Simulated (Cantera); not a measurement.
Cantera run:

```python
import numpy as np
import cantera as ct

gas_names = [...]  # 92 gases of nasa_gas.yaml made of C, H, N
cond_names = """
    C(gr) C6H6(L) C7H8(L) C8H18(L),n-octa
""".split()


# ... load() reads the species with a 1 bar reference pressure and builds the phases ...
atoms = {
    'toluene': {'C': 7, 'H': 8},
    'NH3': {'N': 1, 'H': 3},
    'N2': {'N': 2},
}
top_T = {'C(gr)': 4500}  # K; cautious upper limits of use, not melting points


# ... equilibrate(T, P, feed) seeds the gas with the atoms and calls Mixture.equilibrate('TP', solver="vcs", rtol=1e-11, max_steps=5000) ...
results = []
feed = {'toluene': 1, 'NH3': 0.24, 'N2': 0.34}  # mol
T = 2350  # K
P = 320  # Pa
mix = equilibrate(T, P, feed)
results.append((T, P, feed, dict(zip(mix.species_names, mix.species_moles))))
print(gas.report(threshold=0.0001))
for i in range(1, mix.n_phases):
    print(f"{mix.phase(i).name:16s} {mix.phase_moles(i):12.5e} mol")
```

It prints:

```
       temperature   2350 K
          pressure   320 Pa
           density   7.085e-05 kg/m^3
  mean mol. weight   4.3261 kg/kmol
   phase of matter   gas

                          1 kg             1 kmol
                     ---------------   ---------------
          enthalpy        2.4396e+07        1.0554e+08  J
   internal energy        1.9879e+07        8.5998e+07  J
           entropy             57564        2.4903e+05  J/K
    Gibbs function       -1.1088e+08       -4.7967e+08  J
 heat capacity c_p              7672             33190  J/K
 heat capacity c_v            5750.1             24875  J/K

                      mass frac. Y      mole frac. X     chem. pot. / RT
                     ---------------   ---------------   ---------------
                CN        0.00082354        0.00013693           -21.003
    C2H2,acetylene          0.023793         0.0039531           -32.326
                 H          0.043485           0.18662           -13.042
               HCN          0.071127          0.011385           -34.045
               HNC         0.0069292         0.0011092           -34.045
                H2            0.3339            0.7165           -26.084
                N2           0.51935          0.080201           -35.765
     [  +85 minor]        0.00059098        8.9297e-05

C(gr)             6.88974e+00 mol
```

These are equilibrium values from Cantera (NASA tables, ideal gas, pure condensed phases), not measurements of a reactor.
